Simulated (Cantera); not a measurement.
A closed system holds: 1 mol SiO₂, 0.01 mol Si, 0.025 mol N₂, at 1450 °C and 0.0180 bar.

Cantera equilibrium calculation (NASA polynomials, part measured and part estimated; ideal gas, pure solids and liquids). Candidate condensed phases: Si, SiO₂, Si₂N₂O, Si₃N₄; 16 gas species. Mutual solubility and eutectic melting of coexisting phases are not modelled. The tables hold silica as quartz up to 1696 K and as liquid above; real silica turns to tridymite and cristobalite and melts near 1996 K. Rates play no part.

Base state: N₂ 0.913, SiO 0.0866 (mole fractions); condensed: SiO₂(condensed) + Si₂N₂O(s).

Q: What changes in the equilibrium state with this change: temperature from 1450 °C to 1225 °C?

A: 
```json
[
 {"species": "N₂", "before": "0.913", "after": "1.000"},
 {"species": "SiO", "before": "0.0866", "after": "0.000447"},
 {"species": "SiO₂(condensed), mol", "before": "0.996", "after": "0"},
 {"species": "Si₂N₂O(s), mol", "before": "0.00607", "after": "0.00666"},
 {"species": "SiO₂(β-quartz), mol", "before": "0", "after": "0.997"}
]
```
N₂ is the only nitrogen source here; it is nearly inert below about 1500 K, so the nitride shown seldom forms there in practice.

Q: What changes in the equilibrium state with this change: SiO₂ replaced by SiC?

A: 
```tsv
species	before	after
N₂	0.913	1.000
Si	4.68e-7	1.42e-5
SiO	0.0866	0
SiO₂(condensed), mol	0.996	0
Si₂N₂O(s), mol	0.00607	0
SiC(s), mol	0	1.00
Si₃N₄(s), mol	0	0.00333
```
Further candidate phases: C, SiC.
